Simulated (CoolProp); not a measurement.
1-butene along the isobar 4.83 MPa: density (kg/m³) from the reference equation and from simpler models built on Tc = 419.3 K, pc = 4.006 MPa, ω = 0.192; each cubic takes its own stable root.

Computed with CoolProp (reference Helmholtz-energy equation of state, Lemmon 2005). It is a short technical equation, of lower accuracy than the large ones.

```
T (K)   phase  reference  van der Waals  Redlich-Kwong  Soave-Redlich-Kwong  Peng-Robinson
-----  ------  ---------  -------------  -------------  -------------------  -------------
163.2  liquid      739.3          451.5          669.1                672.1          753.4
177.9  liquid      724.2          444.8          658.1                662.5          743.2
192.7  liquid      709.1          437.8          646.5                652.1          732.3
207.4  liquid      694.0          430.7          634.2                641.2          720.6
222.1  liquid      678.9          423.2          621.3                629.5          708.1
236.8  liquid      663.6          415.5          607.6                617.0          694.7
251.6  liquid      648.0          407.4          593.0                603.6          680.2
266.3  liquid      632.2          399.0          577.7                589.3          664.6
281    liquid      615.9          390.2          561.5                573.9          647.8
295.7  liquid      599.1          380.9          544.1                557.4          629.5
310.5  liquid      581.4          370.9          525.5                539.3          609.4
325.2  liquid      562.9          360.3          505.7                519.6          587.4
339.9  liquid      543.2          348.9          484.2                498.1          563.0
354.6  liquid      521.8          336.5          460.7                474.1          535.7
369.3  liquid      498.2          322.6          434.5                447.1          504.6
```
